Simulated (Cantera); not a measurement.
A perfectly stirred reactor is fed with 11.2 % CH₄, 18.7 % O₂, 70.1 % N₂, equivalence ratio 1.2, at 3750 Torr; it is adiabatic with a 475 K inlet, and is followed from long to short residence time, starting on the burning branch (τ in s: 0.12, 0.047, 0.019, 0.0075, 0.003, 0.0012, 0.00048, 0.00019, 7.8e-05, 3.1e-05, 1.2e-05, 5e-06).

Computed with Cantera and GRI-Mech 3.0 (53 species, 325 reactions).

One state of this run: T (K) = 2228; x CH₄ = 0.000120; x O₂ = 0.00117; x H₂ = 0.0261; x C₂H₆ = 1.65e-8; x C₂H₄ = 3.27e-7; x C₂H₂ = 2.95e-6. x: mole fraction; the columns are a selection and need not sum to one.

Problem. Which value of τ (s) does it belong to?
A. 0.0075
B. 0.0012
C. 7.8e-5
D. 3.1e-5

Solution. B, 0.0012
